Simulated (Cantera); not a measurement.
An isothermal, constant-pressure homogeneous reactor starts with N2O : N2 = 1 : 0.013 (molar parts), at 1623 K and 240 Torr.

Computed with Cantera and GRI-Mech 3.0 (53 species, 325 reactions). GRI-Mech 3.0 was tuned for natural gas; its chemistry of N2O as a main component is partial and can be far from experiment. The temperature is held fixed by assumption; the heat of reaction is taken as removed at once.

### Question
Predict: x(N2O) at 300 s; x(NO) at 300 s; x(NO2) at 300 s; x(O2) at 300 s; x(O) at 300 s; x(N2) at 300 s.

### Answer
| Property | Result |
|---|---|
| x(N2O) at 300 s | 1.15e-6 (gas-phase equilibrium 7.64e-8) |
| x(NO) at 300 s | 0.0570 (gas-phase equilibrium 0.00247) |
| x(NO2) at 300 s | 0.000146 (gas-phase equilibrium 6.62e-6) |
| x(O2) at 300 s | 0.302 (gas-phase equilibrium 0.329) |
| x(O) at 300 s | 1.86e-5 (gas-phase equilibrium 1.94e-5) |
| x(N2) at 300 s | 0.641 (gas-phase equilibrium 0.668) |
